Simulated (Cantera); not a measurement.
Cantera run, input and output.

```python
import numpy as np
import cantera as ct

gas = ct.Solution("gri30.yaml")
gas.TPX = 1225, 350000, {'CO': 0.0029, 'O2': 0.0023, 'H2O': 0.0063, 'N2': 1}
reactor = ct.IdealGasConstPressureReactor(gas, energy="off", clone=False)
net = ct.ReactorNet([reactor])
net.rtol, net.atol = 1e-08, 1e-18
show = ['CO', 'O2', 'H2O', 'H2', 'NO2']
times = np.geomspace(1e-05, 20, 13)

steps = ct.SolutionArray(gas, extra=["t"])
rows = []
print(f"{'t/s':>10s}{'T/K':>9s}{'P/Pa':>11s}" + "".join(f"{s:>11s}" for s in show))
for t in times:
    while net.time < t:
        t_next = net.step()
        steps.append(gas.state, t=t_next)
    rows.append([np.interp(t, steps.t, y) for y in (steps.T, steps.P, *steps(*show).X.T)])
    print(f"{t:10.3e}{rows[-1][0]:9.1f}{rows[-1][1]:11.4g}" + "".join(f"{x:11.3e}" for x in rows[-1][2:]))
rate = np.gradient(steps.T, steps.t)
print("integrator steps:", len(steps.t))
if steps.T.max() > steps.T[0] + 200:
    print(f"time of steepest temperature rise: {steps.t[rate.argmax()]:.4e} s")
gas.TPX = 1225, 350000, {'CO': 0.0029, 'O2': 0.0023, 'H2O': 0.0063, 'N2': 1}
gas.equilibrate("TP")
print(f"equilibrium (TP): T = {gas.T:.1f} K  " + "  ".join(f"{s} {gas[s].X[0]:.3e}" for s in show))
```

Result:

```
       t/s      T/K       P/Pa         CO         O2        H2O         H2        NO2
 1.000e-05   1225.0    3.5e+05  2.867e-03  2.274e-03  6.228e-03  1.445e-15  2.164e-29
 3.350e-05   1225.0    3.5e+05  2.867e-03  2.274e-03  6.228e-03  8.787e-14  1.327e-27
 1.122e-04   1225.0    3.5e+05  2.867e-03  2.274e-03  6.228e-03  4.539e-12  1.377e-25
 3.761e-04   1225.0    3.5e+05  2.867e-03  2.274e-03  6.228e-03  1.611e-10  6.005e-23
 1.260e-03   1225.0    3.5e+05  2.867e-03  2.274e-03  6.228e-03  1.194e-08  3.671e-19
 4.221e-03   1225.0    3.5e+05  2.444e-03  2.075e-03  6.161e-03  4.937e-05  1.587e-11
 1.414e-02   1225.0    3.5e+05  5.127e-04  1.108e-03  6.194e-03  3.220e-05  2.533e-10
 4.738e-02   1225.0    3.5e+05  5.817e-05  8.712e-04  6.230e-03  4.924e-06  1.181e-09
 1.587e-01   1225.0    3.5e+05  4.195e-06  8.431e-04  6.236e-03  4.365e-07  2.004e-09
 5.318e-01   1225.0    3.5e+05  1.559e-07  8.412e-04  6.237e-03  3.427e-08  7.519e-10
 1.782e+00   1225.0    3.5e+05  6.247e-09  8.414e-04  6.237e-03  7.229e-09  2.619e-10
 5.970e+00   1225.0    3.5e+05  1.887e-09  8.415e-04  6.237e-03  2.694e-09  1.320e-10
 2.000e+01   1225.0    3.5e+05  1.653e-09  8.415e-04  6.237e-03  2.447e-09  1.238e-10
integrator steps: 1449
equilibrium (TP): T = 1225.0 K  CO 1.662e-09  O2 8.331e-04  H2O 6.237e-03  H2 2.459e-09  NO2 2.953e-08
```

Detailed kinetics in Cantera: GRI-Mech 3.0 (53 species, 325 reactions).
